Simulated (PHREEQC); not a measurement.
0.012 g of hydrous ferric oxide (600 m²/g; 0.2 weak and 0.005 strong sites per Fe, Dzombak-Morel constants, diffuse double layer) in 1 kg of water with 0.05 mol/kgw of an inert sodium salt, at 25 °C; the pH is set by adding NaOH or the inert anion's acid. Oxygen alone is held at its pressure in air (log pO2 = -0.68). The system is closed to CO2. Precipitation was switched off in this run.

Computed with PHREEQC (ion-association model, wateq4f.dat).

### Question
Predict surface charge σ (C/m²), surface potential ψ (mV) at pH = 4.5, 5, 6.5, 7, 8.

### Answer
```
pH   surface charge σ (C/m²)  surface potential ψ (mV)
---  -----------------------  ------------------------
4.5                    0.238                       149
5                      0.181                       135
6.5                    0.057                        78
7                      0.034                        56
8                      0.003                         6
```

Complexes and solids missing from the database can't appear.
